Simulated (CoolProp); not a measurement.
Properties of n-butane along the isobar 41.1 bar.

Model: reference Helmholtz-energy equation of state, Bücker 2006, in CoolProp.

```
T (°C)          phase  density (kg/m³)  speed of sound (m/s)  Prandtl number  fugacity coefficient
------  -------------  ---------------  --------------------  --------------  --------------------
69.15          liquid            526.4                 719.0            3.29                0.1880
98.05          liquid            484.4                 567.3            3.06                0.3153
126.95         liquid            428.9                 397.6            2.86                0.4733
155.85  supercritical            270.7                 132.3            7.04                0.6418
184.75  supercritical            99.97                 179.1            1.07                0.7262
213.65  supercritical            80.74                 209.5           0.888                0.7813
242.55  supercritical            70.07                 231.3           0.815                0.8231
271.45  supercritical            62.80                 248.8           0.773                0.8560
300.35  supercritical            57.36                 263.7           0.743                0.8824
```

Viscosity comes from a separate model (Vogel 1999). Thermal conductivity comes from a separate model (Perkins 2002).
